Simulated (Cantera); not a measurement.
Cantera with NASA thermochemical tables; ideal gases at 1 bar, condensed phases pure. Values are per mole of reaction as written; species without (g) are pure solids or liquids, kept so even where they would boil at 1 bar.

Q: Between 300 and 1050 K, where is each reaction favourable under standard conditions?
- Si + Cl2(g) → SiCl2(g)
- 2 Na + Cl2(g) → 2 NaCl(g)
- 0.6667 Al + Cl2(g) → 0.3333 Al2Cl6(g)

A: 
- Si + Cl2(g) → SiCl2(g): ΔG° is -180 kJ at 300 K and -208 kJ at 1050 K; it stays negative (K > 1). ΔH° is -172 kJ and ΔS° 34 J/K at 1050 K.
- 2 Na + Cl2(g) → 2 NaCl(g): ΔG° is -403 kJ at 300 K and -481 kJ at 1050 K; it stays negative (K > 1). ΔH° is -384 kJ and ΔS° 93 J/K at 1050 K.
- 0.6667 Al + Cl2(g) → 0.3333 Al2Cl6(g): ΔG° is -407 kJ at 300 K and -345 kJ at 1050 K; it stays negative (K > 1). ΔH° is -437 kJ and ΔS° -88 J/K at 1050 K.
